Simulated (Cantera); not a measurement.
**Metals in furnace atmospheres: Cu + CO2 + H2 + CO**

Feed: 1 mol Cu, 0.15 mol CO2, a varied amount of H2, 1.6 mol CO, at 1225 °C and 18.0 bar.

Cantera equilibrium calculation (NASA polynomials, part measured and part estimated; ideal gas, pure solids and liquids). Candidate condensed phases: C, C6H6, C7H8, C8H18, Cu, CuO, Cu(OH)2, Cu2O, H2O; 113 gas species. The numbers say what is thermodynamically allowed, not how fast it happens.

| n(H2) (mol) | x H2 | x CO | x H2O | x CH4 | x CO2 | x H | x C2H4 | x HCHO (formaldehyde) | n Cu(l) |
|---|---|---|---|---|---|---|---|---|---|
| 9.2 | 0.819 | 0.154 | 0.0190 | 0.00652 | 0.00139 | 3.67e-6 | 1.34e-6 | 1.01e-6 | 1.000 |
| 13 | 0.864 | 0.113 | 0.0161 | 0.00661 | 0.000815 | 3.76e-6 | 1.24e-6 | 7.80e-7 | 1.000 |
| 17 | 0.891 | 0.0875 | 0.0140 | 0.00647 | 0.000535 | 3.82e-6 | 1.11e-6 | 6.25e-7 | 1.000 |
| 23 | 0.916 | 0.0651 | 0.0120 | 0.00614 | 0.000329 | 3.88e-6 | 9.49e-7 | 4.78e-7 | 1.000 |
| 32 | 0.938 | 0.0466 | 0.00996 | 0.00565 | 0.000192 | 3.92e-6 | 7.67e-7 | 3.50e-7 | 1.000 |
| 44 | 0.953 | 0.0334 | 0.00830 | 0.00510 | 0.000113 | 3.95e-6 | 6.06e-7 | 2.55e-7 | 1.000 |
| 60 | 0.964 | 0.0240 | 0.00693 | 0.00455 | 6.68e-5 | 3.98e-6 | 4.70e-7 | 1.85e-7 | 1.000 |
| 81 | 0.973 | 0.0173 | 0.00580 | 0.00401 | 3.99e-5 | 4.00e-6 | 3.60e-7 | 1.34e-7 | 1.000 |
| 110 | 0.979 | 0.0123 | 0.00482 | 0.00349 | 2.34e-5 | 4.01e-6 | 2.69e-7 | 9.60e-8 | 1.000 |
| 150 | 0.984 | 0.00858 | 0.00399 | 0.00301 | 1.35e-5 | 4.02e-6 | 1.97e-7 | 6.76e-8 | 1.000 |
x: gas mole fraction; n: condensed amount in mol.

From 9.2 mol H2 to 150 mol H2 the condensed part is Cu(l). The main Cu-bearing gas is Cu throughout.
